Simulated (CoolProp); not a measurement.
C2F6 (R116) at several states: Z from the reference equation and from simpler models built on Tc = 293.0 K, pc = 3.048 MPa, ω = 0.257; each cubic takes its own stable root.

The numbers come from the reference Helmholtz-energy equation of state, Lemmon 2006 in CoolProp. It is a short technical equation, of lower accuracy than the large ones.

| T (K) | p (MPa) | phase | reference | Redlich-Kwong | Soave-Redlich-Kwong | Peng-Robinson |
|---|---|---|---|---|---|---|
| 239.8 | 1.42 | liquid | 0.07078 | 0.07960 | 0.07578 | 0.06683 |
| 352.5 | 0.0175 | gas | 0.9990 | 0.9989 | 0.9990 | 0.9988 |
| 359.7 | 2.86 | gas | … | … | 0.8454 | … |
| 210.8 | 6.57 | liquid | 0.3299 | … | 0.3424 | 0.3037 |

Fill in the missing entries.


- 359.7, reference: 0.8406
- 359.7, Redlich-Kwong: 0.8160
- 359.7, Peng-Robinson: 0.8212
- 210.8, Redlich-Kwong: 0.3530
